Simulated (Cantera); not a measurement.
Input: 1 mol TiO2, 84 mol H2, 6.9 mol H2O, at 1575 K and 0.0630 bar.

Method: chemical equilibrium by Gibbs-energy minimisation in Cantera with the NASA 1993 tables (ideal gas, pure condensed phases). Candidate condensed phases: H2O, Ti, TiO, TiO2, Ti2O3, Ti3O5, Ti4O7; 12 gas species. Equilibrium is a limit: real reactors are often held back by kinetics, nucleation or transport.

Base state: H2 0.924, H2O 0.0759, H 0.000159 (mole fractions); condensed: TiO2(rutile).

**Question.** What changes in the equilibrium state with this change: TiO2 replaced by Nb2O5?

**Answer.** 
```
species              before     after
-----------------  --------  --------
H2                    0.924     0.913
H2O                  0.0759    0.0869
H                  0.000159  0.000158
TiO2(rutile), mol      1.00         0
NbO2(s), mol              0      2.00
```
Condensed phases not in the tables: the oxides between NbO2 and Nb2O5. Further candidate phases: Nb, NbO, NbO2, Nb2O5.
